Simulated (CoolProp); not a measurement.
A single-stage vapour-compression cycle with CH2F2 (R32): evaporating at 237.15 K (dew point), condensing at 278.15 K (bubble point), superheat 8 K, subcooling 0 K, compressor efficiency 0.85, no pressure losses. Each further row changes one setting.

Model: reference Helmholtz-energy equation of state, Tillner-Roth 1997, in CoolProp.

```csv
case,cooling COP,pressure ratio,discharge temperature (K),refrigerating effect (kJ/kg),volumetric capacity (kJ/m³)
as stated,4.01,4.49,343.3,302,1740
evaporating temperature 242.15 K,___,3.63,___,305,2140
condensing temperature 273.15 K,4.67,3.84,___,311,1790
subcooling 5 K,4.12,4.49,343.3,311,1790
superheat 18 K,___,4.49,___,311,___
compressor efficiency 0.75,___,4.49,353.2,302,1740
```

Problem. Fill in the missing entries.

Solution. 
- evaporating temperature 242.15 K, cooling COP: 4.76
- evaporating temperature 242.15 K, discharge temperature (K): 334.3
- condensing temperature 273.15 K, discharge temperature (K): 332.2
- superheat 18 K, cooling COP: 3.93
- superheat 18 K, discharge temperature (K): 355.8
- superheat 18 K, volumetric capacity (kJ/m³): 1700
- compressor efficiency 0.75, cooling COP: 3.53
